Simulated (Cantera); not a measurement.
Feed: 1 mol CF4, 0.018 mol Si, equilibrated at 1350 °C and 62.0 Pa.

These are equilibrium values from Cantera (NASA tables, ideal gas, pure condensed phases), not measurements of a reactor. Candidate condensed phases: C, Si, SiC; 23 gas species. Gases not in the tables: C2F6 and larger saturated fluorocarbons. Kinetics and transport are ignored.

Base state: CF4 0.969, SiF4 0.0179, CF2 0.00920, F 0.00341, CF3 0.000769 (mole fractions); condensed: C(graphite).

### Question
What changes in the equilibrium state with this change: CF4 replaced by CH3F?

### Answer
```json
[
 {"species": "H2", "before": "0", "after": "0.521"},
 {"species": "HF", "before": "0", "after": "0.468"},
 {"species": "SiF4", "before": "0.0179", "after": "0.00828"},
 {"species": "CF4", "before": "0.969", "after": "<1e-9"},
 {"species": "CF2", "before": "0.00920", "after": "<1e-9"},
 {"species": "H", "before": "0", "after": "0.00200"},
 {"species": "CF3", "before": "0.000769", "after": "<1e-9"},
 {"species": "SiF2", "before": "<1e-9", "after": "3.18e-5"},
 {"species": "F", "before": "0.00341", "after": "1.12e-7"},
 {"species": "C(graphite), mol", "before": "0.0140", "after": "1.000"}
]
```
The tables' values for SiF3, SiF2 are old estimates; treat these amounts as uncertain. Further candidate phases: C6H6, C7H8, C8H18.

### Question
What changes in the equilibrium state with this change: pressure from 62.0 Pa to 133 Pa?

### Answer
```
species             before     after
----------------  --------  --------
CF4                  0.969     0.973
SiF4                0.0179    0.0179
CF2                0.00920   0.00629
F                  0.00341   0.00192
CF3               0.000769  0.000637
C(graphite), mol    0.0140    0.0152
```

### Question
What changes in the equilibrium state with this change: CF4 replaced by C2F6?

### Answer
| species | before | after |
|---|---|---|
| CF4 | 0.969 | 0.975 |
| SiF4 | 0.0179 | 0.0119 |
| CF2 | 0.00920 | 0.00922 |
| CF3 | 0.000769 | 0.000772 |
| F | 0.00341 | 0.00342 |
| C(graphite), mol | 0.0140 | 0.512 |
The feed counts by its element totals alone.
